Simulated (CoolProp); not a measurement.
A Linde-Hampson liquefier for normal hydrogen: isothermal reversible compression at 200 K from 1 atm to 25 MPa, throttling to 1 atm, return gas leaving the recuperator 5 K below the feed. Each further row changes one setting.

Computed with CoolProp (reference Helmholtz-energy equation of state, Leachman 2009).

```json
[
 {"case": "as stated", "compression work (kJ/kg of gas)": "4700"},
 {"case": "high pressure 50 MPa", "compression work (kJ/kg of gas)": "5450"},
 {"case": "warm-end temperature 230 K", "compression work (kJ/kg of gas)": "5390"},
 {"case": "warm-end gap 10 K", "compression work (kJ/kg of gas)": "4700"}
]
```
